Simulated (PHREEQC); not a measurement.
Solution (25 °C): 0.082 mol/kgw (NH4)2SiF6. Closed to the air; pH follows from the charge balance.

Computed with PHREEQC (ion-association model, wateq4f.dat).

Task: The ionic strength comes out as 0.246 mol/kgw. What activity coefficients do HF2-, SiF6-2, NH4+, H+, F- get?

Result: HF2- 0.69, SiF6-2 0.28, NH4+ 0.74, H+ 0.79, F- 0.69.

Precipitation was switched off in this run. Saturation is exceeded, for instance for Quartz (slow to form), Chalcedony (slow to form); the values hold only as long as no solid forms. Species that the database lacks are ignored. SiF6-2 is the database's only silicon fluoride.
